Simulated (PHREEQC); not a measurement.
Make-up at 25 °C: 0.2 mol/kgw Mn(NO3)2 and 0.018 mol/kgw NaCl. Closed to the air; pH follows from the charge balance.

Computed with PHREEQC (ion-association model, phreeqc.dat).

Each row changes one thing in this solution. No solid was allowed to form.

```tsv
case	pH	ionic strength (mol/kgw)
as made	5.94	0.588
Mn(NO3)2 from 0.2 to 0.04 mol/kgw	6.20	0.136
Mn(NO3)2 left out	6.99	0.0180
diluted 5-fold with water	6.19	0.123
NaCl from 0.018 to 0.009 mol/kgw	5.94	0.581
Mn(NO3)2 from 0.2 to 0.3 mol/kgw	5.88	0.852
temperature from 25 to 10 °C	6.22	0.586
NaCl left out	5.94	0.575
```

The ionic strength passes 0.7 mol/kgw, the rough limit of the ion-association models, in Mn(NO3)2 from 0.2 to 0.3 mol/kgw. Away from 25 °C the constants follow the database's enthalpies or fits; those with neither stay at their 25 °C values.
